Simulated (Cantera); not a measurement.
Feed: 1 mol Si2H6, 0.37 mol Cl2, 25 mol N2, 0.028 mol HCl, held at 1798 K and 10.0 Torr.

Equilibrium computed with Cantera from the NASA thermochemical tables; the gas is ideal and each condensed phase is pure. Candidate condensed phases: NH4Cl, Si, Si3N4; 28 gas species. The feed counts by its element totals alone. The tables' values for SiCl, SiCl3 are old estimates; treat these amounts as uncertain. Equilibrium is a limit: real reactors are often held back by kinetics, nucleation or transport.

Base state: N2 0.874, H2 0.102, HCl 0.0158, SiCl2 0.00610, H 0.000976, Si 0.000188, Cl 0.000115, SiCl 9.35e-5 (mole fractions); condensed: Si3N4(s).

**Question.** What changes in the equilibrium state with this change: temperature from 1798 K to 1248.15 K?

**Answer.** 
```json
[
 {"species": "N2", "before": "0.874", "after": "0.874"},
 {"species": "H2", "before": "0.102", "after": "0.0972"},
 {"species": "HCl", "before": "0.0158", "after": "0.0283"},
 {"species": "SiCl2", "before": "0.00610", "after": "9.80e-6"},
 {"species": "Si", "before": "0.000188", "after": "<1e-9"},
 {"species": "SiCl", "before": "9.35e-5", "after": "<1e-9"},
 {"species": "Si3N4(s), mol", "before": "0.608", "after": "0.667"}
]
```
N2 is the only nitrogen source here; it is nearly inert below about 1500 K, so the nitride shown seldom forms there in practice.

**Question.** What changes in the equilibrium state with this change: HCl from 0.028 to 0.5 mol?

**Answer.** 
```csv
species,before,after
N2,0.874,0.860
H2,0.102,0.106
HCl,0.0158,0.0216
SiCl2,0.00610,0.0113
SiCl3,1.77e-5,4.42e-5
SiCl,9.35e-5,0.000128
Cl,0.000115,0.000155
H,0.000976,0.000991
"Si3N4(s), mol",0.608,0.558
```

**Question.** What changes in the equilibrium state with this change: temperature from 1798 K to 1500 K?

**Answer.** 
```
species          before     after
-------------  --------  --------
N2                0.874     0.874
H2                0.102    0.0978
HCl              0.0158    0.0271
SiCl2           0.00610  0.000613
Si2N            1.18e-5     <1e-9
Si             0.000188   2.01e-8
SiCl            9.35e-5   1.47e-7
H              0.000976   4.77e-5
Cl             0.000115   1.06e-5
Si3N4(s), mol     0.608     0.661
```
The tables' values for SiCl3 are old estimates; treat these amounts as uncertain.
